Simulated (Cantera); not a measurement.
Charge: 1 mol PbO, 0.14 mol H₂, 0.99 mol N₂, equilibrated at 3.10 bar.

These are equilibrium values from Cantera (NASA tables, ideal gas, pure condensed phases), not measurements of a reactor. Candidate condensed phases: H₂O, Pb, PbO, PbO₂, Pb₃O₄; 27 gas species. Each liquid is taken as pure. Mutual solubility and eutectic melting of coexisting phases are not modelled. Gases not in the tables: (PbO)n polymers. The numbers say what is thermodynamically allowed, not how fast it happens.

**Question.** Which condensed phases are stable at each of these points (T (K)): 800, 900, 1000, 1100, 1200, 1300, 1400, 1500?

**Answer.** 
```tsv
T (K)	condensed phases	Pb condensed (%)
800	Pb(l) + PbO(yellow)	100.0
900	Pb(l) + PbO(yellow)	100.0
1000	Pb(l) + PbO(yellow)	100.0
1100	Pb(l) + PbO(yellow)	100.0
1200	Pb(l) + PbO(l)	100.0
1300	Pb(l) + PbO(l)	99.9
1400	Pb(l) + PbO(l)	99.6
1500	Pb(l) + PbO(l)	98.8
```

From 800 K to 1100 K the condensed part is Pb(l) + PbO(yellow). From 1200 K to 1500 K the condensed part is Pb(l) + PbO(l).
